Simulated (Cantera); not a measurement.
An isothermal, constant-pressure homogeneous reactor starts with 4.68 % C₂H₆, 93.5 % H₂, 1.82 % H₂O, at 1600 K and 1.01 bar.

Cantera simulation using GRI-Mech 3.0 (53 species, 325 reactions); the numbers are that mechanism's predictions, not measurements. GRI-Mech 3.0 stops at C3 and has no aromatics, soot or wall deposition, so with more carbon than oxygen in the feed, carbon stays in small species such as C2H2 where larger ones or solid carbon would form.

x: mole fraction; the columns are a selection and need not sum to one.

| t (s) | x C₂H₆ | x H₂ | x H | x CH₄ | x C₂H₄ |
|---|---|---|---|---|---|
| 1.00e-5 | 0.0335 | 0.930 | ___ | 0.00836 | 0.00720 |
| 6.88e-5 | 0.00172 | 0.918 | ___ | 0.0372 | 0.0206 |
| 0.000473 | 4.87e-5 | 0.918 | ___ | 0.0387 | 0.0149 |
| 0.00325 | 1.53e-5 | 0.918 | 5.51e-5 | 0.0389 | 0.00535 |
| 0.0224 | 8.67e-6 | 0.919 | 5.25e-5 | 0.0390 | 0.00232 |
| 0.154 | 8.73e-6 | 0.918 | 5.23e-5 | 0.0396 | 0.00229 |
| 1.06 | 8.77e-6 | 0.918 | 5.21e-5 | 0.0406 | 0.00221 |
| 7.27 | 8.22e-6 | 0.921 | 5.22e-5 | 0.0394 | 0.00207 |
| 50.0 | 6.86e-6 | 0.928 | 5.24e-5 | 0.0361 | 0.00172 |

### Question
Fill in the missing entries.

### Answer

- 1.00e-5, x H: 0.000575
- 6.88e-5, x H: 0.000382
- 0.000473, x H: 7.25e-5
